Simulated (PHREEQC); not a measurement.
Synthetic water in mmol/kgw, 92 °C, pH 6.58, pe 2.7:

| constituent | mmol/kgw |
|---|---|
| Na | 0.192 |
| K | 0.00198 |
| Ca | 0.228 |
| Mg | 0.00328 |
| Cl | 0.405 |
| S(6) | 0.0195 |
| Alkalinity (meq/kgw) | 0.205 |
| Br | 0.000784 |

Cl is adjusted to close the charge balance.
Valence states are taken as typed.

Computed with PHREEQC (ion-association model, phreeqc.dat).

Precipitation was switched off in this run.

Question: Order these C species by the share of C that they hold, largest first: CaHCO3+, CO2, HCO3-.

Answer: HCO3- (62 %), CO2 (38 %), CaHCO3+ (0.25 %)

The pH is 6.58 and the ionic strength 0.000902 mol/kgw. Away from 25 °C the constants follow the database's enthalpies or fits; those with neither stay at their 25 °C values.
